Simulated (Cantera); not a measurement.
Input: 1 mol MgO, 0.03 mol H2O, 0.32 mol N2, at 1148 K and 49.0 mbar.

Cantera equilibrium calculation (NASA polynomials, part measured and part estimated; ideal gas, pure solids and liquids). Candidate condensed phases: H2O, Mg, MgO, Mg(OH)2; 31 gas species. Equilibrium is a limit: real reactors are often held back by kinetics, nucleation or transport.

Base state: N2 0.914, H2O 0.0857 (mole fractions); condensed: MgO(s).

Question: What changes in the equilibrium state with this change: MgO replaced by Fe?

Answer: 
```
species       before   after
-----------  -------  ------
N2             0.914   0.914
H2           1.83e-6  0.0685
H2O           0.0857  0.0172
MgO(s), mol     1.00       0
Fe(α), mol         0   0.976
FeO(s), mol        0  0.0240
```
Mutual solubility and eutectic melting of coexisting phases are not modelled. The tables' stoichiometric FeO is somewhat more stable than real wüstite, so its field is too wide. FeO: taken at fixed stoichiometry. Further candidate phases: Fe, FeO, Fe(OH)2, Fe(OH)3, Fe2O3, Fe3O4.
